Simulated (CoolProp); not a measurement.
The numbers come from the reference Helmholtz-energy equation of state, Thol 2018 in CoolProp.

Question: Give the vapour pressure (MPa), liquid density (kg/m³), vapour density (kg/m³), enthalpy of vaporisation (kJ/kg) of saturated hydrogen chloride at 193.9, 216.5, 261.7 K.

Answer: 
| T (K) | p (MPa) | liquid density (kg/m³) | vapour density (kg/m³) | enthalpy of vaporisation (kJ/kg) |
|---|---|---|---|---|
| 193.9 | 0.139 | 1170 | 3.26 | 438 |
| 216.5 | 0.402 | 1110 | 8.81 | 410 |
| 261.7 | 1.90 | 971 | 40.0 | 337 |
